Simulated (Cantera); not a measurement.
Feed: 1 mol Cu2O, 3.2 mol C, 1.1 mol N2, at 10.0 Torr.

Equilibrium computed with Cantera from the NASA thermochemical tables; the gas is ideal and each condensed phase is pure. Candidate condensed phases: C, Cu, CuO, Cu2O; 27 gas species. Rates play no part.

log p: log10 of the partial pressure in bar; n: condensed amount in mol.

```json
[
 {"T (°C)": "652", "log p N2": "-2.15", "log p CO": "-2.21", "log p CO2": "-3.94", "log p Cu": "-12.22", "log p Cu2": "<-13", "n C(graphite)": "2.22", "n Cu(s)": "2.00", "n Cu(l)": "0"},
 {"T (°C)": "727", "log p N2": "-2.16", "log p CO": "-2.20", "log p CO2": "-4.65", "log p Cu": "-10.81", "log p Cu2": "<-13", "n C(graphite)": "2.20", "n Cu(s)": "2.00", "n Cu(l)": "0"},
 {"T (°C)": "802", "log p N2": "-2.16", "log p CO": "-2.20", "log p CO2": "…", "log p Cu": "…", "log p Cu2": "<-13", "n C(graphite)": "2.20", "n Cu(s)": "2.00", "n Cu(l)": "0"},
 {"T (°C)": "877", "log p N2": "-2.16", "log p CO": "-2.20", "log p CO2": "…", "log p Cu": "…", "log p Cu2": "…", "n C(graphite)": "2.20", "n Cu(s)": "2.00", "n Cu(l)": "0"},
 {"T (°C)": "952", "log p N2": "-2.16", "log p CO": "-2.20", "log p CO2": "-6.27", "log p Cu": "-7.62", "log p Cu2": "-12.04", "n C(graphite)": "2.20", "n Cu(s)": "2.00", "n Cu(l)": "0"},
 {"T (°C)": "1027", "log p N2": "-2.16", "log p CO": "-2.20", "log p CO2": "-6.68", "log p Cu": "-6.80", "log p Cu2": "-10.89", "n C(graphite)": "2.20", "n Cu(s)": "2.00", "n Cu(l)": "0"},
 {"T (°C)": "1102", "log p N2": "-2.16", "log p CO": "-2.20", "log p CO2": "-7.05", "log p Cu": "-6.08", "log p Cu2": "-9.88", "n C(graphite)": "2.20", "n Cu(s)": "0", "n Cu(l)": "2.00"},
 {"T (°C)": "1177", "log p N2": "-2.16", "log p CO": "-2.20", "log p CO2": "-7.37", "log p Cu": "-5.46", "log p Cu2": "-9.02", "n C(graphite)": "2.20", "n Cu(s)": "0", "n Cu(l)": "2.00"}
]
```

Task: Some entries are withheld; supply them.

Result: 
- 802, log p CO2: -5.26
- 802, log p Cu: -9.59
- 877, log p CO2: -5.80
- 877, log p Cu: -8.54
- 877, log p Cu2: -13.35
